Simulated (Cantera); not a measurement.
A freely propagating, adiabatic, planar premixed flame of 33.5 % H₂, 14.0 % O₂, 52.6 % N₂, equivalence ratio 1.2, unburnt at 475 K and 30000 Pa; multicomponent transport, grid criteria slope 0.08 and curve 0.16, no radiation.

Model: the H2/O2 subset of GRI-Mech 3.0, which has no nitrogen chemistry, integrated in Cantera. Burning velocities carry a grid error of a few per cent, more on coarse grids.

x: mole fraction of selected species; z is measured from the peak of heat release.

```
z (mm)  T (K)  u (m/s)    x H₂     x O₂      x OH      x H   x H₂O₂    x HO₂
------  -----  -------  ------  -------  --------  -------  -------  -------
-6.21     475     4.83   0.335    0.140     <1e-8    <1e-8    <1e-8    <1e-8
-4.14     475     4.83   0.335    0.140     <1e-8    <1e-8    <1e-8    <1e-8
-3.10     475     4.83   0.335    0.140     <1e-8    <1e-8    <1e-8    <1e-8
-2.07     475     4.83   0.335    0.140     <1e-8    <1e-8    <1e-8  4.47e-8
-1.03     480     4.88   0.334    0.140   1.79e-5  5.33e-5  1.74e-6  9.73e-5
-0.517    673     6.73   0.308    0.135  0.000624  0.00668  1.15e-5  9.13e-5
0        1135     10.9   0.178   0.0894   0.00295   0.0564  1.33e-6  3.03e-5
0.517    1438     13.7  0.0776   0.0285   0.00812   0.0881  1.31e-6  8.82e-6
1.03        ?     14.8  0.0683        ?         ?   0.0826        ?        ?
2.07     1705     15.9  0.0706   0.0159    0.0128   0.0689  5.40e-7  3.75e-6
4.14     1858     17.2  0.0726   0.0130    0.0145   0.0542  2.82e-7  2.65e-6
8.28     2012     18.4  0.0729  0.00990    0.0153   0.0404  1.51e-7  1.80e-6
16.6     2157     19.5  0.0714        ?    0.0146        ?        ?        ?
```

### Question
Complete the blanks.

### Answer

- 1.03, T (K): 1563
- 1.03, x O₂: 0.0191
- 1.03, x OH: 0.0105
- 1.03, x H₂O₂: 9.41e-7
- 1.03, x HO₂: 5.26e-6
- 16.6, x O₂: 0.00692
- 16.6, x H: 0.0284
- 16.6, x H₂O₂: 8.98e-8
- 16.6, x HO₂: 1.21e-6
